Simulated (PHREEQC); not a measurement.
# Nickel, zinc or cadmium bath

Dissolve 0.029 mol CdSO4, 0.017 mol H3BO3 and 0.018 mol HCl per kg of water at 25 °C. Closed to the air; pH follows from the charge balance.

Computed with PHREEQC (ion-association model, phreeqc.dat).

No solid was allowed to form.

Question: Estimate the pH, ionic strength, density.

Answer: pH 2.00; ionic strength 0.0720 mol/kgw; density 1.003 g/cm³.

Question: In which forms is Cd present?

Answer: Cd+2 47 %, CdSO4 28 %, CdCl+ 21 %, Cd(SO4)2-2 3.9 %, CdCl2 0.6 % of the Cd.

Complexes and solids missing from the database can't appear.
